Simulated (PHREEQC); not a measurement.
Consider water at 25 °C with 0.23 mmol/kgw NH4F and 0.04 mmol/kgw H2SO4. Closed to the air; pH follows from the charge balance.

All values are PHREEQC results (ion-association model, phreeqc.dat), not measurements.

No solid was allowed to form.

Q: Predict the pH.

A: pH 4.22.

Q: In which forms is F present?

A: F- 92 %, HF 8.1 % of the F.
